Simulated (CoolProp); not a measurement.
Vapour-liquid equilibrium of n-hexane (1) + toluene (2) at 134.05 °C; x and y are mole fractions of (1).

Values from CoolProp's multi-fluid Helmholtz-energy mixture model, Thol 2019 and Lemmon 2006; pair parameters Bell 2016.

| x | bubble pressure (kPa) | y at the bubble point | dew pressure at overall composition x (kPa) | liquid density (mol/L) |
|---|---|---|---|---|
| 0.05 | 214.7 | 0.156 | 196.4 | 8.081 |
| 0.2 | 282.3 | 0.438 | 223.2 | 7.765 |
| 0.35 | 339.2 | 0.601 | 257.5 | 7.462 |
| 0.5 | 389.8 | 0.716 | 302.0 | 7.171 |
| 0.65 | 437.1 | 0.810 | 359.8 | 6.891 |
| 0.8 | 483.1 | 0.893 | 432.0 | 6.623 |
| 0.95 | 529.2 | 0.973 | 515.5 | 6.366 |

No azeotrope shows between x = 0.05 and 0.95.

Pair parameters are fitted to limited data, so mixtures are less certain than the pure fluids.
